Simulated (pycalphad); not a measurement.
## Effect of Si content in Al-Fe-Si

All values are pycalphad results on the COST 507 light-alloy database (1999) (1 atm), not direct measurements. The database dates from 1999; later assessments differ in places, in temperatures and in the compounds included. Amounts are mole fractions of atoms.

One of these alloys has its liquidus at 794 °C, its solidus at 577 °C, and holds FCC_A1 0.75, ALFESI_BETA 0.24, DIAMOND_A4 0.01 at 477 °C. Which?
(A) Al-7.261Fe-3.481Si (wt.%)
(B) Al-7.263Fe-2.612Si (wt.%)
(C) Al-7.266Fe-1.742Si (wt.%)
(D) Al-7.256Fe-5.219Si (wt.%)
(E) Al-7.251Fe-6.953Si (wt.%)
(F) Al-7.268Fe-0.8713Si (wt.%)

D, Al-7.256Fe-5.219Si (wt.%). The others: Al-7.268Fe-0.8713Si (wt.%), liquidus 828, solidus 632; Al-7.266Fe-1.742Si (wt.%), liquidus 822, solidus 630; Al-7.263Fe-2.612Si (wt.%), liquidus 813, solidus 619; Al-7.261Fe-3.481Si (wt.%), liquidus 807, solidus 619; Al-7.251Fe-6.953Si (wt.%), liquidus 780, solidus 576

Database names, with the compositions (at.%) that they take in these runs: ALFESI_BETA: Al 70 Fe 15 Si 15. FCC_A1 is fcc; DIAMOND_A4 is diamond (Si).
